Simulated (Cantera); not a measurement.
**Premixed flame**

A freely propagating, adiabatic, planar premixed flame of H2 : O2 : N2 : H2O = 1 : 0.455 : 1.71 : 0.12 (molar parts), unburnt at 625 K and 5.00 bar; multicomponent+Soret transport, grid criteria slope 0.08 and curve 0.16, no radiation.

Cantera simulation using the H2/O2 subset of GRI-Mech 3.0, which has no nitrogen chemistry; the numbers are that mechanism's predictions, not measurements. The hydrogen kinetics of GRI-Mech 3.0 are dated; newer H2 mechanisms differ, most at raised pressure. Burning velocities carry a grid error of a few per cent, more on coarse grids.

```json
[
 {"z (mm)": "-0.171", "T (K)": "625", "u (m/s)": "6.95", "x H2": "0.304", "x O2": "0.139", "x H2O": "0.0365", "x OH": "<1e-8", "x HO2": "<1e-8", "x H": "<1e-8"},
 {"z (mm)": "-0.114", "T (K)": "625", "u (m/s)": "6.95", "x H2": "0.304", "x O2": "0.139", "x H2O": "0.0365", "x OH": "<1e-8", "x HO2": "<1e-8", "x H": "<1e-8"},
 {"z (mm)": "-0.0857", "T (K)": "625", "u (m/s)": "6.95", "x H2": "0.304", "x O2": "0.139", "x H2O": "0.0366", "x OH": "<1e-8", "x HO2": "8.86e-8", "x H": "<1e-8"},
 {"z (mm)": "-0.0571", "T (K)": "625", "u (m/s)": "6.94", "x H2": "0.302", "x O2": "0.139", "x H2O": "0.0367", "x OH": "<1e-8", "x HO2": "1.77e-6", "x H": "<1e-8"},
 {"z (mm)": "-0.0286", "T (K)": "660", "u (m/s)": "7.09", "x H2": "0.277", "x O2": "0.143", "x H2O": "0.0397", "x OH": "3.05e-5", "x HO2": "0.000461", "x H": "4.00e-5"},
 {"z (mm)": "-0.0143", "T (K)": "931", "u (m/s)": "9.63", "x H2": "0.230", "x O2": "0.136", "x H2O": "0.0681", "x OH": "0.00107", "x HO2": "0.000888", "x H": "0.00260"},
 {"z (mm)": "0", "T (K)": "1397", "u (m/s)": "14.1", "x H2": "0.156", "x O2": "0.0977", "x H2O": "0.150", "x OH": "0.00378", "x HO2": "0.000389", "x H": "0.0171"},
 {"z (mm)": "0.0143", "T (K)": "1727", "u (m/s)": "17.3", "x H2": "0.0911", "x O2": "0.0505", "x H2O": "0.235", "x OH": "0.00955", "x HO2": "0.000165", "x H": "0.0310"},
 {"z (mm)": "0.0286", "T (K)": "1902", "u (m/s)": "19.0", "x H2": "0.0646", "x O2": "0.0279", "x H2O": "0.274", "x OH": "0.0140", "x HO2": "7.91e-5", "x H": "0.0326"},
 {"z (mm)": "0.0571", "T (K)": "2077", "u (m/s)": "20.6", "x H2": "0.0537", "x O2": "0.0165", "x H2O": "0.297", "x OH": "0.0167", "x HO2": "3.83e-5", "x H": "0.0259"},
 {"z (mm)": "0.114", "T (K)": "2238", "u (m/s)": "22.0", "x H2": "0.0489", "x O2": "0.0116", "x H2O": "0.313", "x OH": "0.0161", "x HO2": "2.06e-5", "x H": "0.0170"},
 {"z (mm)": "0.229", "T (K)": "2368", "u (m/s)": "23.0", "x H2": "0.0434", "x O2": "0.00779", "x H2O": "0.327", "x OH": "0.0138", "x HO2": "1.07e-5", "x H": "0.0104"},
 {"z (mm)": "0.457", "T (K)": "2458", "u (m/s)": "23.8", "x H2": "0.0381", "x O2": "0.00498", "x H2O": "0.339", "x OH": "0.0111", "x HO2": "5.42e-6", "x H": "0.00634"}
]
```
x: mole fraction of selected species; z is measured from the peak of heat release.

The laminar burning velocity is 695 cm/s. The thermal thickness is 0.0571 mm and the peak x(OH) is 0.0168. The peak x(HO2) comes out as 0.00104 and the peak x(H) is 0.0330. The grid points is 111.
